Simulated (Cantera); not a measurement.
Feed: 1 mol Si2H6, 0.88 mol O3, 0.63 mol H2, equilibrated at 5.10 Torr.

Method: chemical equilibrium by Gibbs-energy minimisation in Cantera with the NASA 1993 tables (ideal gas, pure condensed phases). Candidate condensed phases: H2O, Si, SiO2; 18 gas species. The feed counts by its element totals alone. Mutual solubility and eutectic melting of coexisting phases are not modelled. The tables hold silica as quartz up to 1696 K and as liquid above; real silica turns to tridymite and cristobalite and melts near 1996 K. The numbers say what is thermodynamically allowed, not how fast it happens.

x: gas mole fraction; n: condensed amount in mol.

```
T (K)   x H2       x SiO         x H       x H2O        x Si      x SiH2       x SiH     n Si(s)  n SiO2(β-quartz)
-----  -----  ----------  ----------  ----------  ----------  ----------  ----------  ----------  ----------------
1300   0.999     0.00112     1.34e-5     2.76e-7     6.37e-9     7.64e-8     4.36e-9       0.678              1.32
1325   0.998     0.00204     1.98e-5     3.92e-7     1.39e-8     1.16e-7     8.29e-9       0.676              1.32
1350   0.996  (withheld)  (withheld)  (withheld)  (withheld)  (withheld)  (withheld)       0.673              1.31
1375   0.994     0.00632     4.14e-5     7.60e-7     6.04e-8     2.57e-7     2.79e-8       0.668              1.31
1400   0.989      0.0108     5.87e-5     1.04e-6     1.21e-7     3.73e-7     4.95e-8       0.660              1.30
1425   0.982      0.0181     8.20e-5     1.39e-6     2.37e-7     5.32e-7     8.60e-8       0.647              1.29
1450   0.970      0.0297    0.000113     1.84e-6     4.52e-7     7.46e-7     1.46e-7       0.624              1.26
1475   0.952      0.0479    0.000153     2.40e-6     8.46e-7     1.03e-6     2.42e-7       0.589              1.23
1500   0.924      0.0762    0.000205     3.06e-6     1.55e-6     1.38e-6     3.94e-7       0.530              1.17
1525   0.881       0.119    0.000269     3.79e-6     2.78e-6     1.81e-6     6.23e-7       0.434              1.07
1550   0.816  (withheld)  (withheld)  (withheld)  (withheld)  (withheld)  (withheld)  (withheld)        (withheld)
1575   0.727       0.272    0.000430     5.29e-6     8.04e-6     2.60e-6     1.35e-6           0             0.640
1600   0.727       0.272    0.000562     1.01e-5     6.08e-6     1.54e-6     9.31e-7           0             0.640
1625   0.727       0.272    0.000729     1.88e-5     4.63e-6     9.30e-7     6.49e-7           0             0.640
```

Problem. Fill in the missing entries.

Solution. 
- 1350, x SiO: 0.00363
- 1350, x H: 2.88e-5
- 1350, x H2O: 5.50e-7
- 1350, x Si: 2.93e-8
- 1350, x SiH2: 1.74e-7
- 1350, x SiH: 1.54e-8
- 1550, x SiO: 0.184
- 1550, x H: 0.000345
- 1550, x H2O: 4.53e-6
- 1550, x Si: 4.89e-6
- 1550, x SiH2: 2.28e-6
- 1550, x SiH: 9.56e-7
- 1550, n Si(s): 0.271
- 1550, n SiO2(β-quartz): 0.911
